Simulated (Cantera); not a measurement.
Charge: 1 mol SiH2Cl2, 110 mol H2, at 110 Pa.

Cantera equilibrium calculation (NASA polynomials, part measured and part estimated; ideal gas, pure solids and liquids). Candidate condensed phases: Si; 19 gas species. Gases not in the tables: Si2H6 and higher silanes. The numbers say what is thermodynamically allowed, not how fast it happens.

Q: Which condensed phases are stable at each of these points (T (K)): 1250, 1350, 1450, 1550, 1650, 1750, 1850, 1950, 2050, 2150, 2250, 2350, 2450?

A: 
```json
[
 {"T (K)": "1250", "condensed phases": "Si(s)", "Si condensed (%)": "92.1"},
 {"T (K)": "1350", "condensed phases": "Si(s)", "Si condensed (%)": "91.4"},
 {"T (K)": "1450", "condensed phases": "Si(s)", "Si condensed (%)": "90.7"},
 {"T (K)": "1550", "condensed phases": "Si(s)", "Si condensed (%)": "89.7"},
 {"T (K)": "1650", "condensed phases": "Si(s)", "Si condensed (%)": "86.3"},
 {"T (K)": "1750", "condensed phases": "Si(l)", "Si condensed (%)": "72.9"},
 {"T (K)": "1850", "condensed phases": "Si(l)", "Si condensed (%)": "18.8"},
 {"T (K)": "1950", "condensed phases": "gas only", "Si condensed (%)": "0.0"},
 {"T (K)": "2050", "condensed phases": "gas only", "Si condensed (%)": "0.0"},
 {"T (K)": "2150", "condensed phases": "gas only", "Si condensed (%)": "0.0"},
 {"T (K)": "2250", "condensed phases": "gas only", "Si condensed (%)": "0.0"},
 {"T (K)": "2350", "condensed phases": "gas only", "Si condensed (%)": "0.0"},
 {"T (K)": "2450", "condensed phases": "gas only", "Si condensed (%)": "0.0"}
]
```

From 1250 K to 1650 K the condensed part is Si(s). From 1750 K to 1850 K the condensed part is Si(l). From 1950 K to 2450 K nothing is condensed.
